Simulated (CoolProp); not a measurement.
R152A along the isotherm 226.85 °C: fugacity coefficient from the reference equation and from simpler models built on Tc = 113.3 °C, pc = 4517 kPa, ω = 0.275; each cubic takes its own stable root.

Model: reference Helmholtz-energy equation of state, Outcalt 1996, in CoolProp. It is a modified Benedict-Webb-Rubin equation, recast in Helmholtz form.

```csv
p (kPa),phase,reference
35.7,gas,0.9989
52.4,gas,0.9983
76.9,gas,0.9976
113,gas,0.9964
166,gas,0.9947
243,gas,0.9923
357,gas,0.9887
524,gas,0.9835
769,gas,0.9759
1130,gas,0.9647
1660,gas,0.9485
2430,gas,0.9253
3570,gas,0.8920
5240,supercritical,0.8452
7690,supercritical,0.7816
11300,supercritical,0.7003
```

**Question.** How far does each simpler model (van der Waals, Redlich-Kwong) lie from the reference over these 16 states: mean and median of the absolute difference, and the worst?

**Answer.** 
- van der Waals: mean 1.0 %, median 0.2 %, worst -6.6 % at 226.85 °C and 11300 kPa
- Redlich-Kwong: mean 0.7 %, median 0.2 %, worst -3.3 % at 226.85 °C and 11300 kPa
